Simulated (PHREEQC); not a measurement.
PHREEQC input (Pitzer model, pitzer.dat):

```
SOLUTION 1
  temp 25
  units mol/kgw
  pH 7 charge
  C(4) 0.012
  Na 0.0676
  Cl 0.057
  K 0.036
  B 0.0292
  S(6) 0.004
END
USE solution 1
INCREMENTAL_REACTIONS false
REACTION 1
  H2O -1
  0 9.886 18.011 24.689 30.178 34.689 38.397 41.444
  43.949 46.007 47.699 49.089 50.232 51.172 51.944 52.578
  53.1 53.528 53.88 54.17 54.408 54.603 54.764 54.896
  55.005 55.094 55.168 55.228 moles
EQUILIBRIUM_PHASES 1
  Arcanite 0 0
  Burkeite 0 0
  Glaserite 0 0
  Halite 0 0
  Kalicinite 0 0
  Mirabilite 0 0
  Misenite 0 0
  Nahcolite 0 0
  Natron 0 0
  Sylvite 0 0
  Thenardite 0 0
  Trona 0 0
  Borax 0 0
  Boric_acid,s 0 0
  KB5O8:4H2O 0 0
  K2B4O7:4H2O 0 0
  NaBO2:4H2O 0 0
  NaB5O8:5H2O 0 0
  Teepleite 0 0
SELECTED_OUTPUT 1
  -reset false
  -pH true
  -pe true
  -ionic_strength true
  -water true
  -activities H2O
  -totals B C Cl K Na S
  -molalities H+ Na+ K+ Cl- CO3-2 SO4-2 B(OH)3 OH- HCO3- CO2
    HSO4- B(OH)4- B3O3(OH)4- B4O5(OH)4-2
  -equilibrium_phases Arcanite Burkeite Glaserite Halite Kalicinite Mirabilite Misenite Nahcolite Natron Sylvite
    Thenardite Trona Borax Boric_acid,s KB5O8:4H2O K2B4O7:4H2O NaBO2:4H2O NaB5O8:5H2O Teepleite
PRINT
  -reset false
END
```

Selected output (columns that matter, 21 of 28 rows; water left (kg) added in front):

```
water left (kg)	pH	mu	B	C	Cl	K	Na	S	la_H2O	Glaserite	Halite	Sylvite	Trona	Borax
1	9.6377	0.1117	0.0292	0.012	0.057	0.036	0.0676	0.004	-0.0014715	0	0	0	0	0
0.821898	9.625	0.13601	0.035528	0.0146	0.069352	0.043801	0.082249	0.0048668	-0.0017793	0	0	0	0	0
0.555219	9.6023	0.20176	0.052592	0.021613	0.10266	0.064839	0.12175	0.0072044	-0.0025983	0	0	0	0	0
0.456341	9.5937	0.24586	0.063987	0.026296	0.12491	0.078888	0.14813	0.0087654	-0.0031369	0	0	0	0	0
0.375086	9.5881	0.29975	0.077849	0.031993	0.15197	0.095978	0.18023	0.010664	-0.0037834	0	0	0	0	0
0.253438	9.5893	0.4465	0.11522	0.047349	0.22491	0.14205	0.26673	0.015783	-0.0054827	0	0	0	0	0
0.208342	9.5965	0.54563	0.14015	0.057598	0.27359	0.17279	0.32447	0.019199	-0.0065873	0	0	0	0	0
0.171304	9.6075	0.66716	0.17046	0.070051	0.33274	0.21015	0.39462	0.02335	-0.0079055	0	0	0	0	0
0.115864	9.6379	0.99867	0.25202	0.10357	0.49195	0.31071	0.58344	0.034523	-0.011371	0	0	0	0	0
0.0953157	9.6554	1.222	0.30635	0.1259	0.59801	0.37769	0.70922	0.041966	-0.013644	0	0	0	0	0
0.064555	9.6916	1.8278	0.45233	0.18589	0.88297	0.55766	1.0472	0.061963	-0.019734	0	0	0	0	0
0.0530183	9.7319	2.1793	0.46017	0.22634	1.0751	0.67901	1.2297	0.075446	-0.023534	0	0	0	0	0.0012006
0.0435107	9.7732	2.6052	0.46208	0.27579	1.31	0.82738	1.4491	0.091931	-0.028269	0	0	0	0	0.0022736
0.0293156	9.8533	3.7648	0.47659	0.40934	1.9444	1.228	2.0462	0.13645	-0.041916	0	0	0	0	0.0038071
0.0240417	9.895	4.5483	0.49004	0.49913	2.3709	1.4974	2.4495	0.16638	-0.051912	0	0	0	0	0.0043547
0.0197151	9.941	5.5061	0.50882	0.60867	2.8912	1.826	2.9427	0.20289	-0.065114	0	0	0	0	0.0047921
0.0132453	10.056	7.9425	0.56377	0.90598	4.3034	2.6348	4.2556	0.24655	-0.10587	0.0003672	0	0	0	0.0054332
0.0108427	10.116	9.1169	0.58627	1.1067	5.072	2.8563	5.0883	0.18298	-0.13147	0.001008	0	0.0020061	0	0.0057108
0.00881694	10.328	9.6335	0.64683	1.1386	5.2611	2.4921	5.8719	0.1955	-0.14285	0.0011382	0	0.010613	0.00098039	0.0058742
0.00582455	10.852	10.851	0.95597	1.382	5.2762	2.0257	7.2394	0.20395	-0.16454	0.0014061	0.0062855	0.019983	0.0019754	0.005908
0.00473895	11.096	11.507	1.1514	1.6681	4.9135	1.98	7.6537	0.18815	-0.17017	0.0015542	0.011761	0.021954	0.0020474	0.0059359
```

Complexes and solids missing from the database can't appear.
